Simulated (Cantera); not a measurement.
**Gas-phase reforming**

A perfectly stirred reactor is fed with CH4 : H2O : H2 = 1 : 0.97 : 0.1 (molar parts), at 170000 Pa; it is held at 1650 K, and followed from long to short residence time.

Computed with Cantera and GRI-Mech 3.0 (53 species, 325 reactions).

```json
[
 {"τ (s)": "1.6", "x CH4": "0.0564", "x H2O": "0.169", "x H2": "0.590", "x C2H": "2.36e-8", "x C2H6": "2.30e-5", "x CH2O": "3.24e-7", "x OH": "6.75e-7"},
 {"τ (s)": "0.86", "x CH4": "0.0667", "x H2O": "0.204", "x H2": "0.556", "x C2H": "2.88e-8", "x C2H6": "3.13e-5", "x CH2O": "4.66e-7", "x OH": "8.31e-7"},
 {"τ (s)": "0.45", "x CH4": "0.0809", "x H2O": "0.243", "x H2": "0.516", "x C2H": "3.38e-8", "x C2H6": "4.51e-5", "x CH2O": "7.02e-7", "x OH": "1.00e-6"},
 {"τ (s)": "0.24", "x CH4": "0.100", "x H2O": "0.280", "x H2": "0.474", "x C2H": "3.73e-8", "x C2H6": "6.79e-5", "x CH2O": "1.06e-6", "x OH": "1.16e-6"},
 {"τ (s)": "0.12", "x CH4": "0.129", "x H2O": "0.317", "x H2": "0.424", "x C2H": "3.87e-8", "x C2H6": "0.000113", "x CH2O": "1.65e-6", "x OH": "1.33e-6"},
 {"τ (s)": "0.065", "x CH4": "0.164", "x H2O": "0.345", "x H2": "0.377", "x C2H": "3.74e-8", "x C2H6": "0.000184", "x CH2O": "2.40e-6", "x OH": "1.45e-6"},
 {"τ (s)": "0.034", "x CH4": "0.208", "x H2O": "0.371", "x H2": "0.324", "x C2H": "3.36e-8", "x C2H6": "0.000308", "x CH2O": "3.50e-6", "x OH": "1.57e-6"},
 {"τ (s)": "0.018", "x CH4": "0.259", "x H2O": "0.393", "x H2": "0.270", "x C2H": "2.81e-8", "x C2H6": "0.000499", "x CH2O": "4.96e-6", "x OH": "1.68e-6"},
 {"τ (s)": "0.0093", "x CH4": "0.313", "x H2O": "0.414", "x H2": "0.213", "x C2H": "2.14e-8", "x C2H6": "0.000781", "x CH2O": "6.87e-6", "x OH": "1.81e-6"}
]
```
x: mole fraction; the columns are a selection and need not sum to one.
